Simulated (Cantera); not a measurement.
## (CH₃)₂SiCl₂ + HCl + H₂ (silicon carbide growth)

Input: 1 mol (CH₃)₂SiCl₂, 0.35 mol HCl, 3.1 mol H₂, held at 0.470 bar.

Equilibrium computed with Cantera from the NASA thermochemical tables; the gas is ideal and each condensed phase is pure. Candidate condensed phases: C, C₆H₆, C₇H₈, C₈H₁₈, Si, SiC; 109 gas species. The feed counts by its element totals alone. The tables' values for SiCl₃, SiCl are old estimates; treat these amounts as uncertain. Gases not in the tables: Si₂H₆ and higher silanes. Equilibrium is a limit: real reactors are often held back by kinetics, nucleation or transport.

From 1648 K to 2298 K the condensed part is C(graphite) + SiC(s). The main Si-bearing gas is SiCl₂ throughout. The share of Si in condensed phases is highest at 1648 K (94.0 %) and lowest at 2298 K (80.7 %).

```json
[
 {"T (K)": "1648", "x H₂": "0.695", "x HCl": "0.297", "x SiCl₂": "0.00554", "x H": "0.000108", "n C(graphite)": "1.06", "n SiC(s)": "0.940"},
 {"T (K)": "1698", "x H₂": "0.695", "x HCl": "0.296", "x SiCl₂": "0.00665", "x H": "0.000176", "n C(graphite)": "1.06", "n SiC(s)": "0.935"},
 {"T (K)": "1748", "x H₂": "0.695", "x HCl": "0.295", "x SiCl₂": "0.00784", "x H": "0.000278", "n C(graphite)": "1.07", "n SiC(s)": "0.929"},
 {"T (K)": "1798", "x H₂": "0.696", "x HCl": "0.293", "x SiCl₂": "0.00911", "x H": "0.000428", "n C(graphite)": "1.08", "n SiC(s)": "0.921"},
 {"T (K)": "1848", "x H₂": "0.697", "x HCl": "0.290", "x SiCl₂": "0.0105", "x H": "0.000645", "n C(graphite)": "1.08", "n SiC(s)": "0.912"},
 {"T (K)": "1898", "x H₂": "0.697", "x HCl": "0.288", "x SiCl₂": "0.0119", "x H": "0.000952", "n C(graphite)": "1.09", "n SiC(s)": "0.903"},
 {"T (K)": "1948", "x H₂": "0.698", "x HCl": "0.285", "x SiCl₂": "0.0134", "x H": "0.00138", "n C(graphite)": "1.10", "n SiC(s)": "0.893"},
 {"T (K)": "1998", "x H₂": "0.699", "x HCl": "0.282", "x SiCl₂": "0.0149", "x H": "0.00196", "n C(graphite)": "1.11", "n SiC(s)": "0.882"},
 {"T (K)": "2048", "x H₂": "0.699", "x HCl": "0.279", "x SiCl₂": "0.0164", "x H": "0.00273", "n C(graphite)": "1.12", "n SiC(s)": "0.871"},
 {"T (K)": "2098", "x H₂": "0.700", "x HCl": "0.275", "x SiCl₂": "0.0180", "x H": "0.00376", "n C(graphite)": "1.13", "n SiC(s)": "0.859"},
 {"T (K)": "2148", "x H₂": "0.700", "x HCl": "0.272", "x SiCl₂": "0.0196", "x H": "0.00509", "n C(graphite)": "1.13", "n SiC(s)": "0.847"},
 {"T (K)": "2198", "x H₂": "0.699", "x HCl": "0.268", "x SiCl₂": "0.0212", "x H": "0.00679", "n C(graphite)": "1.14", "n SiC(s)": "0.834"},
 {"T (K)": "2248", "x H₂": "0.699", "x HCl": "0.264", "x SiCl₂": "0.0227", "x H": "0.00896", "n C(graphite)": "1.14", "n SiC(s)": "0.821"},
 {"T (K)": "2298", "x H₂": "0.697", "x HCl": "0.259", "x SiCl₂": "0.0242", "x H": "0.0117", "n C(graphite)": "1.15", "n SiC(s)": "0.807"}
]
```
x: gas mole fraction; n: condensed amount in mol.
